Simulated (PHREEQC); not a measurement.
**Reverse-osmosis permeate: an equilibrium model**

Model water analysis in mg/L, 25 °C, pH 6.3, pe 12: Na 1.38; K 0.00174; Ca 0.492; Mg 0.226; Cl 1.65; S(6) as SO4 1.75; Alkalinity as HCO3 1.27; Zn 0.00213; Pb 0.0555.

Valence states are taken as typed.

Computed with PHREEQC (ion-association model, wateq4f.dat).

No solid was allowed to form.

Question: What charge-balance error does the model give?

Answer: charge-balance error 0.0 %.

Question: In which forms is C present?

Answer: CO2 53 %, HCO3- 47 % of the C.
